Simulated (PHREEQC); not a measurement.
Consider water at 20 °C with 0.00935 mol H2SO4 and 0.0036 mol KH2PO4 per kg of water. Closed to the air; pH follows from the charge balance.

Equilibrium calculation in PHREEQC: ion-association model, phreeqc.dat.

Precipitation was switched off in this run.

Estimate the pH, ionic strength, specific conductance.

pH 1.94; ionic strength 0.0220 mol/kgw; specific conductance 4690 µS/cm.

In which forms is P present?

H3PO4 58 %, H2PO4- 42 % of the P.
